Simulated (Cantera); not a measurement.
**Equilibrium for nitride etching: BN + NF₃ + N₂**

Feed: 1 mol BN, a varied amount of NF₃, 1.2 mol N₂, held at 0.0110 bar.

Cantera equilibrium calculation (NASA polynomials, part measured and part estimated; ideal gas, pure solids and liquids). Candidate condensed phases: B, BN; 13 gas species. The tables' values for BF₂ are old estimates. The numbers say what is thermodynamically allowed, not how fast it happens.

Stable condensed phases:

```
T in K \ n(NF₃) in mol
         0.73  0.9  1.1  1.3  1.6    2  2.5    3
   1998     A    A    A    A    A    A    A    A
   1923     B    A    A    A    A    A    A    A
   1848     B    A    A    A    A    A    A    A
   1773     B    B    A    A    A    A    A    A
   1698     B    B    A    A    A    A    A    A
   1623     B    B    A    A    A    A    A    A
   1548     B    B    A    A    A    A    A    A
   1473     B    B    A    A    A    A    A    A
   1398     B    B    A    A    A    A    A    A
   1323     B    B    A    A    A    A    A    A
```

A: gas only; B: BN.
